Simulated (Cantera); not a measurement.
Feed: 1 mol C2H5OH, 1.2 mol H2O, 1.7 mol H2, at 8.80 bar.

Equilibrium computed with Cantera from the NASA thermochemical tables; the gas is ideal and each condensed phase is pure. Candidate condensed phases: C, C6H6, C7H8, C8H18, H2O; 110 gas species. The numbers say what is thermodynamically allowed, not how fast it happens.

**Question.** Which condensed phases are stable at each of these points (T (K)): 998, 1048, 1098, 1148, 1198, 1248, 1298, 1348, 1398, 1448, 1498, 1548, 1598?

**Answer.** 
```json
[
 {"T (K)": "998", "condensed phases": "C(graphite)", "C condensed (%)": "0.2"},
 {"T (K)": "1048", "condensed phases": "gas only", "C condensed (%)": "0.0"},
 {"T (K)": "1098", "condensed phases": "gas only", "C condensed (%)": "0.0"},
 {"T (K)": "1148", "condensed phases": "gas only", "C condensed (%)": "0.0"},
 {"T (K)": "1198", "condensed phases": "gas only", "C condensed (%)": "0.0"},
 {"T (K)": "1248", "condensed phases": "gas only", "C condensed (%)": "0.0"},
 {"T (K)": "1298", "condensed phases": "gas only", "C condensed (%)": "0.0"},
 {"T (K)": "1348", "condensed phases": "gas only", "C condensed (%)": "0.0"},
 {"T (K)": "1398", "condensed phases": "gas only", "C condensed (%)": "0.0"},
 {"T (K)": "1448", "condensed phases": "gas only", "C condensed (%)": "0.0"},
 {"T (K)": "1498", "condensed phases": "gas only", "C condensed (%)": "0.0"},
 {"T (K)": "1548", "condensed phases": "gas only", "C condensed (%)": "0.0"},
 {"T (K)": "1598", "condensed phases": "gas only", "C condensed (%)": "0.0"}
]
```

At 998 K the condensed part is C(graphite). From 1048 K to 1598 K nothing is condensed.
